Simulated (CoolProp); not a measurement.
Saturation properties of vinyl chloride (Tc = 425.0 K, pc = 56.00 bar, ω = 0.160).

Model: reference Helmholtz-energy equation of state, Thol 2022, in CoolProp.

```
T (K)  p (bar)  liquid density (kg/m³)  vapour density (kg/m³)  enthalpy of vaporisation (kJ/kg)  liquid cp (kJ/(kg K))
-----  -------  ----------------------  ----------------------  --------------------------------  ---------------------
305.9    4.946                   884.4                   13.34                             315.1                  1.549
313.3    6.062                   870.0                   16.21                             308.0                  1.567
320.7    7.354                   855.1                   19.53                             300.5                  1.588
328.2    8.861                   839.7                   23.43                             292.7                  1.613
335.6    10.56                   823.9                   27.87                             284.5                  1.642
343      12.49                   807.5                   32.99                             275.8                  1.676
350.4    14.66                   790.4                   38.89                             266.5                  1.717
357.8    17.10                   772.5                   45.71                             256.6                  1.767
365.2    19.82                   753.5                   53.62                             245.9                  1.829
372.7    22.90                   732.9                   62.98                             234.0                  1.909
380.1    26.27                   710.8                   73.90                             221.1                  2.014
387.5    30.01                   686.4                   86.96                             206.5                  2.158
394.9    34.14                   658.9                   103.0                             189.7                  2.369
402.3    38.70                   627.0                   123.2                             169.9                  2.707
```

It boils at 259.3 K under 1 atm.
